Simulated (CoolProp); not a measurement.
The numbers come from the reference Helmholtz-energy equation of state, Akasaka 2023 in CoolProp.

Question: Give the vapour pressure (kPa), liquid density (kg/m³), vapour density (kg/m³), enthalpy of vaporisation (kJ/kg) of saturated R1224YDZ at 324.1 K.

Answer: 
```
T (K)  p (kPa)  liquid density (kg/m³)  vapour density (kg/m³)  enthalpy of vaporisation (kJ/kg)
-----  -------  ----------------------  ----------------------  --------------------------------
324.1      340                    1280                    21.0                               151
```
